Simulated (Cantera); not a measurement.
Input: 1 mol Zr, 0.99 mol H2O, held at 18.0 Pa.

These are equilibrium values from Cantera (NASA tables, ideal gas, pure condensed phases), not measurements of a reactor. Candidate condensed phases: H2O, Zr, ZrO2; 12 gas species. Mutual solubility and eutectic melting of coexisting phases are not modelled. Condensed phases not in the tables: N, O or C dissolved in the metal. Kinetics and transport are ignored.

x: gas mole fraction; n: condensed amount in mol.

| T (K) | x H2 | x H | x ZrO | x Zr | x ZrO2 | n Zr(β) | n ZrO2(tetragonal) | n Zr(l) |
|---|---|---|---|---|---|---|---|---|
| 1850 | 0.961 | 0.0394 | 1.44e-5 | 7.24e-7 | 4.19e-9 | 0.505 | 0.495 | 0 |
| 1900 | 0.943 | 0.0574 | 4.12e-5 | 2.03e-6 | 1.58e-8 | 0.505 | 0.495 | 0 |
| 1950 | 0.918 | 0.0819 | 0.000112 | 5.39e-6 | 5.58e-8 | 0.505 | 0.495 | 0 |
| 2000 | 0.886 | (withheld) | (withheld) | (withheld) | (withheld) | 0.505 | 0.495 | 0 |
| 2050 | 0.844 | 0.155 | 0.000707 | 3.30e-5 | 5.74e-7 | 0.505 | 0.495 | 0 |
| 2100 | 0.792 | 0.207 | 0.00166 | 7.63e-5 | 1.69e-6 | 0.504 | 0.494 | 0 |
| 2150 | (withheld) | (withheld) | (withheld) | (withheld) | (withheld) | 0 | 0.493 | 0.503 |
| 2200 | 0.653 | 0.339 | 0.00799 | 0.000350 | 1.26e-5 | 0 | 0.490 | 0.500 |
| 2250 | 0.566 | 0.417 | 0.0165 | 0.000708 | 3.22e-5 | 0 | 0.484 | 0.494 |
| 2300 | 0.471 | 0.495 | 0.0332 | 0.00139 | 7.87e-5 | 0 | 0.472 | 0.480 |
| 2350 | 0.368 | 0.564 | 0.0645 | 0.00263 | 0.000185 | 0 | 0.446 | 0.452 |
| 2400 | 0.264 | 0.609 | 0.122 | 0.00488 | 0.000420 | 0 | 0.388 | 0.390 |

Problem. Fill in the missing entries.

Solution. 
- 2150, x H2: 0.728
- 2150, x H: 0.268
- 2150, x ZrO: 0.00373
- 2150, x Zr: 0.000168
- 2150, x ZrO2: 4.73e-6
- 2000, x H: 0.114
- 2000, x ZrO: 0.000288
- 2000, x Zr: 1.36e-5
- 2000, x ZrO2: 1.84e-7
